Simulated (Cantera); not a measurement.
An adiabatic, constant-volume homogeneous reactor starts with 7.80 % C3H8, 17.7 % O2, 66.7 % N2, 7.80 % H2O, equivalence ratio 2.2, at 1775 K and 10.9 atm.

Computed with Cantera and GRI-Mech 3.0 (53 species, 325 reactions). GRI-Mech 3.0 was tuned for natural gas; its chemistry of propane as a main component is partial and can be far from experiment.

One state of this run: T (K) = 2971; P (bar) = 24.0; x C3H8 = <1e-12; x O2 = 4.49e-5; x H2O = 0.130; x C2H2 = 8.14e-10; x CH2 = 4.91e-10. x: mole fraction; the columns are a selection and need not sum to one.

Task: Which value of t (s) does it belong to?
A. 0.000252
B. 1.13e-5
C. 8.94e-5
D. 4.00e-6

Result: B, 1.13e-5
